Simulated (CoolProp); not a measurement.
R13 along the isotherm -46.05 °C: fugacity coefficient from the reference equation and from simpler models built on Tc = 29.9 °C, pc = 3.973 MPa, ω = 0.175; each cubic takes its own stable root.

Computed with CoolProp (reference Helmholtz-energy equation of state, Platzer 1990). This equation is an older, rougher fit; its heat capacities, sound speeds and derivatives of the liquid may be far off and weren't checked against measurements.

| p (MPa) | phase | reference | van der Waals | Redlich-Kwong | Soave-Redlich-Kwong | Peng-Robinson |
|---|---|---|---|---|---|---|
| 0.0628 | gas | 0.9861 | 0.9908 | 0.9879 | 0.9873 | 0.9865 |
| 0.101 | gas | 0.9776 | 0.9852 | 0.9806 | 0.9795 | 0.9783 |
| 0.164 | gas | 0.9637 | 0.9759 | 0.9686 | [?] | 0.9649 |
| 0.265 | gas | 0.9413 | 0.9611 | 0.9493 | [?] | 0.9434 |
| 0.428 | gas | 0.9051 | 0.9371 | 0.9182 | 0.9136 | 0.9089 |
| 0.691 | liquid | 0.6321 | 0.8984 | 0.7743 | 0.6377 | 0.6287 |
| 1.12 | liquid | 0.3968 | 0.8332 | 0.4865 | 0.4005 | 0.3941 |
| 1.8 | liquid | 0.2537 | 0.5405 | 0.3117 | 0.2563 | 0.2514 |
| 2.92 | liquid | 0.1635 | 0.3566 | 0.2014 | 0.1655 | 0.1614 |
| 4.71 | liquid | 0.1088 | 0.2459 | 0.1346 | 0.1104 | [?] |
| 7.61 | liquid | 0.07551 | 0.1801 | 0.09389 | 0.07680 | 0.07328 |
| 12.3 | liquid | [?] | 0.1451 | 0.07019 | 0.05721 | 0.05346 |
| 19.9 | liquid | 0.04632 | 0.1358 | 0.05847 | 0.04744 | [?] |

**Question.** What belongs in the gaps?

**Answer.** 
- 0.164, Soave-Redlich-Kwong: 0.9668
- 0.265, Soave-Redlich-Kwong: 0.9464
- 4.71, Peng-Robinson: 0.1068
- 12.3, reference: 0.05606
- 19.9, Peng-Robinson: 0.04292

At some of these states van der Waals gives the other phase, because its saturation line lies elsewhere.
